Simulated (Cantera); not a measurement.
## Equilibrium for chlorosilane synthesis and conversion: Si + Cl2 + H2

Input: 1 mol Si, 1.5 mol Cl2, 4.9 mol H2, at 1075 K.

These are equilibrium values from Cantera (NASA tables, ideal gas, pure condensed phases), not measurements of a reactor. Candidate condensed phases: Si; 19 gas species. The tables' values for SiCl3 are old estimates; treat these amounts as uncertain. Gases not in the tables: Si2H6 and higher silanes. The numbers say what is thermodynamically allowed, not how fast it happens.

```json
[
 {"P (Pa)": "10000", "x H2": "0.831", "x SiCl4": "0.0970", "x SiHCl3": "0.0285", "x HCl": "0.0351", "x SiH2Cl2": "0.000980", "n Si(s)": "0.242"},
 {"P (Pa)": "26000", "x H2": "0.835", "x SiCl4": "0.0951", "x SiHCl3": "0.0357", "x HCl": "0.0276", "x SiH2Cl2": "0.00157", "n Si(s)": "0.224"},
 {"P (Pa)": "67000", "x H2": "0.837", "x SiCl4": "0.0914", "x SiHCl3": "0.0440", "x HCl": "0.0216", "x SiH2Cl2": "0.00248", "n Si(s)": "0.205"},
 {"P (Pa)": "170000", "x H2": "0.837", "x SiCl4": "0.0863", "x SiHCl3": "0.0532", "x HCl": "0.0169", "x SiH2Cl2": "0.00384", "n Si(s)": "0.184"},
 {"P (Pa)": "450000", "x H2": "0.836", "x SiCl4": "0.0794", "x SiHCl3": "0.0638", "x HCl": "0.0129", "x SiH2Cl2": "0.00599", "n Si(s)": "0.159"},
 {"P (Pa)": "1200000", "x H2": "0.833", "x SiCl4": "0.0712", "x SiHCl3": "0.0750", "x HCl": "0.00984", "x SiH2Cl2": "0.00923", "n Si(s)": "0.131"},
 {"P (Pa)": "3000000", "x H2": "0.829", "x SiCl4": "0.0627", "x SiHCl3": "0.0855", "x HCl": "0.00756", "x SiH2Cl2": "0.0136", "n Si(s)": "0.102"}
]
```
x: gas mole fraction; n: condensed amount in mol.

From 0.100 bar to 30.0 bar the condensed part is Si(s). The main Si-bearing gas is SiCl4 at 0.100 bar and SiHCl3 at 30.0 bar. The share of Si in condensed phases is highest at 0.100 bar (24.2 %) and lowest at 30.0 bar (10.2 %).
